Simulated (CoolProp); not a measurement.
Model: reference Helmholtz-energy equation of state, de Vries 1995, in CoolProp.

**Question.** Give the vapour pressure (MPa), enthalpy of vaporisation (kJ/kg), vapour Z, surface tension (mN/m) of saturated R124 at 342.7, 382.2 K.

**Answer.** 
```tsv
T (K)	p (MPa)	enthalpy of vaporisation (kJ/kg)	vapour Z	surface tension (mN/m)
342.7	1.25	115	0.753	4.64
382.2	2.83	66.4	0.526	0.886
```

Surface tension comes from a separate correlation (Mulero 2012).
